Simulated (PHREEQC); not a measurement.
0.2 mol of Hydroxyapatite (Ca5(PO4)3OH) is brought to equilibrium with 1 kg of water, at 20 °C under several pressures of CO2. Oxygen is held at 0.21 atm. The run lets Hydroxyapatite, Aragonite, Portlandite precipitate or redissolve, and no other solid.

The numbers come from PHREEQC with the ion-association model, wateq4f.dat.

Question: Predict pH, dissolved Ca (mol/kgw), dissolved P (mol/kgw), Ca+2 (mol/kgw) at log pCO2 (atm) = -5, -4.5, -1.5, 0.

Answer: 
```
log pCO2 (atm)    pH  dissolved Ca (mol/kgw)  dissolved P (mol/kgw)  Ca+2 (mol/kgw)
--------------  ----  ----------------------  ---------------------  --------------
-5              8.29                 4.08e-5                2.45e-5         4.02e-5
-4.5            7.99                 5.99e-5                3.59e-5         5.89e-5
-1.5            6.35                0.000949               0.000569        0.000909
0               5.59                 0.00533                0.00320         0.00480
```

H3PO4, which wateq4f.dat lacks, is added to it with the constant of phreeqc.dat.
